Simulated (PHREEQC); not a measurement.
Solution (8.5 °C): 0.0026 mol NaHCO3, 0.00019 mol NH3 and 3.6e-05 mol KCl per kg of water. Closed to the air; pH follows from the charge balance.

All values are PHREEQC results (ion-association model, phreeqc.dat), not measurements.

Each row changes one thing in this solution. No solid was allowed to form.

| case | pH | ionic strength (mol/kgw) | NH4+ (mol/kgw) | NH3 (mol/kgw) | SI of Sylvite (KCl) |
|---|---|---|---|---|---|
| as made | 9.22 | 0.00293 | 0.000151 | 3.89e-5 | -9.75 |
| KCl from 3.6e-05 to 5.4e-05 mol/kgw | 9.22 | 0.00295 | 0.000151 | 3.89e-5 | -9.40 |
| KCl from 3.6e-05 to 1.8e-05 mol/kgw | 9.22 | 0.00291 | 0.000151 | 3.89e-5 | (withheld) |
| NaHCO3 from 0.0026 to 0.0052 mol/kgw | 8.95 | 0.00556 | 0.000167 | 2.29e-5 | (withheld) |
| KCl from 3.6e-05 to 7.2e-06 mol/kgw | 9.22 | 0.00290 | 0.000151 | 3.89e-5 | -11.15 |
| NaHCO3 left out | 10.26 | 8.35e-5 | 4.75e-5 | 0.000142 | (withheld) |

**Question.** What belongs in the gaps?

**Answer.** 
- KCl from 3.6e-05 to 1.8e-05 mol/kgw, SI of Sylvite (KCl): -10.35
- NaHCO3 from 0.0026 to 0.0052 mol/kgw, SI of Sylvite (KCl): -9.77
- NaHCO3 left out, SI of Sylvite (KCl): -9.71

Constants without temperature data keep their 25 °C values here.
